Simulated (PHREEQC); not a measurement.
A PHREEQC input (ion-association model, wateq4f.dat):

```
SOLUTION 1
  temp 293.15
  units mg/L
  pH 5.96
  pe 9.5
  Na 0.0831
  K 0.0104
  Ca 0.0774
  Mg 0.0303
  Cl 0.0338
  S(6) 0.31 as SO4
  Alkalinity 0.183 as HCO3
  B 0.000739
  Cu(2) 0.00022
END
USE solution 1
EQUILIBRIUM_PHASES 1
  Gypsum 0 0
  CO2(g) -2 10
END
```

It stops with these messages:

```
WARNING: Maximum iterations exceeded, 100
WARNING: Maximum iterations exceeded, 100
WARNING: The program has failed to converge to a numerical solution.
ERROR:           Alkalinity has not converged. Total: 2.999063e-06	Calculated: -2.044730e-06	Residual: 5.043793e-06
ERROR: Is non-carbonate alkalinity greater than total alkalinity?
ERROR:                    B has not converged. Total: 6.836268e-08	Calculated: 6.875889e-08	Residual: -3.962161e-10
ERROR:                   Ca has not converged. Total: 1.931139e-06	Calculated: 6.064559e-07	Residual: 1.324683e-06
ERROR:                   Cl has not converged. Total: 9.533756e-07	Calculated: 9.596686e-07	Residual: -6.293037e-09
ERROR:                Cu(2) has not converged. Total: 3.462062e-09	Calculated: 1.042618e-09	Residual: 2.419444e-09
ERROR:                    K has not converged. Total: 2.659712e-07	Calculated: 2.677659e-07	Residual: -1.794688e-09
ERROR:                   Mg has not converged. Total: 1.246299e-06	Calculated: 3.080093e-07	Residual: 9.382898e-07
ERROR:                   Na has not converged. Total: 3.614649e-06	Calculated: 1.964547e-06	Residual: 1.650102e-06
ERROR:                 S(6) has not converged. Total: 3.227018e-06	Calculated: 3.160698e-06	Residual: 6.631993e-08
ERROR:               A(H2O) Activity of water has not converged. 	Residual: 1.600000e+01
ERROR: Model failed to converge for initial solution  1.
```

Find the cause and the fix.

The fault: the temperature typed in kelvin. The line should read `temp 20` where the input has `temp 293.15`. With the mend the run ends at pH 4.95 and ionic strength 2.81e-5 mol/kgw.
